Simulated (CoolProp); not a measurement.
Properties of p-xylene at several states (Tc = 343.0 °C, pc = 3.532 MPa, ω = 0.324).

Values from CoolProp's reference Helmholtz-energy equation of state, Zhou 2012.

| T (°C) | p (MPa) | phase | density (kg/m³) | expansivity (1/kK) | conductivity (mW/(m K)) |
|---|---|---|---|---|---|
| 341.25 | 5.85 | liquid | ___ | 5.095 | 79.6 |
| 159.05 | 0.0603 | gas | 1.823 | 2.523 | 22.6 |
| 20.65 | 1 | liquid | ___ | ___ | ___ |
| 107.65 | 0.128 | liquid | ___ | 1.202 | 106 |

Q: Some entries are withheld; supply them.

A: 
- 341.25, density (kg/m³): 492.4
- 20.65, density (kg/m³): 861.2
- 20.65, expansivity (1/kK): 1.001
- 20.65, conductivity (mW/(m K)): 128
- 107.65, density (kg/m³): 782.7

Thermal conductivity comes from a separate model (Mylona 2014).
